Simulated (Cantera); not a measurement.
Charge: 1 mol Al, 0.6 mol H2O, 15 mol N2, at 1850 °C and 0.0133 bar.

These are equilibrium values from Cantera (NASA tables, ideal gas, pure condensed phases), not measurements of a reactor. Candidate condensed phases: Al, AlN, Al2O3, H2O; 35 gas species. The tables' values for AlOH are old estimates; treat these amounts as uncertain. Kinetics and transport are ignored.

Base state: N2 0.928, H2 0.0342, Al 0.0185, Al2O 0.0139, H 0.00574, AlH 8.55e-5, AlOH 4.08e-5, AlO 1.40e-5 (mole fractions); condensed: Al2O3(s).

Q: What changes in the equilibrium state with this change: Al replaced by AlCl3?

A: 
```
species        before     after
-------------  ------  --------
N2              0.928     0.854
HCl                 0    0.0649
Cl                  0    0.0442
AlCl                0    0.0158
Al2O           0.0139   2.99e-7
Al             0.0185   5.84e-6
H2             0.0342   0.00112
AlCl2               0   0.00945
AlCl3               0   0.00870
AlOCl               0  0.000796
Cl2                 0   1.97e-5
Al2O3(s), mol   0.125     0.195
```
The tables' values for AlCl2 are old estimates; treat these amounts as uncertain. Further candidate phases: AlCl3, NH4Cl.

Q: What changes in the equilibrium state with this change: temperature from 1850 °C to 677 °C?

A: 
```
species         before   after
-------------  -------  ------
N2               0.928   0.961
H2              0.0342  0.0392
Al              0.0185   <1e-9
Al2O            0.0139   <1e-9
H              0.00574   <1e-9
AlH            8.55e-5   <1e-9
AlOH           4.08e-5   <1e-9
AlO            1.40e-5   <1e-9
Al2O3(s), mol    0.125   0.200
AlN(s), mol          0   0.600
```

Q: What changes in the equilibrium state with this change: temperature from 1850 °C to 327 °C?

A: 
```csv
species,before,after
N2,0.928,0.961
H2,0.0342,0.0392
Al,0.0185,<1e-9
Al2O,0.0139,<1e-9
H,0.00574,<1e-9
AlH,8.55e-5,<1e-9
AlOH,4.08e-5,<1e-9
AlO,1.40e-5,<1e-9
"Al2O3(s), mol",0.125,0.200
"AlN(s), mol",0,0.600
```
